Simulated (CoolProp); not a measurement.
Chlorine along the isobar 95 bar: Z from the reference equation and from simpler models built on Tc = 143.7 °C, pc = 76.42 bar, ω = 0.070; each cubic takes its own stable root.

Values from CoolProp's reference Helmholtz-energy equation of state, Thol 2021.

```tsv
T (°C)	phase	reference
-81.55	liquid	0.2483
-73.05	liquid	0.2409
-64.45	liquid	0.2341
-55.95	liquid	0.2279
-47.35	liquid	0.2223
-38.85	liquid	0.2172
-30.25	liquid	0.2126
-21.75	liquid	0.2084
-13.15	liquid	0.2045
-4.65	liquid	0.2011
3.95	liquid	0.1980
12.45	liquid	0.1952
21.05	liquid	0.1927
29.55	liquid	0.1906
38.15	liquid	0.1888
46.65	liquid	0.1873
```

Task: How far does each simpler model (van der Waals, Redlich-Kwong, Soave-Redlich-Kwong, Peng-Robinson) lie from the reference over these 16 states: mean and median of the absolute difference, and the worst?

Result: 
- van der Waals: mean 56.6 %, median 56.5 %, worst +60.3 % at -81.55 °C and 95 bar
- Redlich-Kwong: mean 8.2 %, median 8.0 %, worst +9.1 % at 46.65 °C and 95 bar
- Soave-Redlich-Kwong: mean 8.3 %, median 8.1 %, worst +9.3 % at -81.55 °C and 95 bar
- Peng-Robinson: mean 3.9 %, median 4.1 %, worst -4.4 % at 3.95 °C and 95 bar
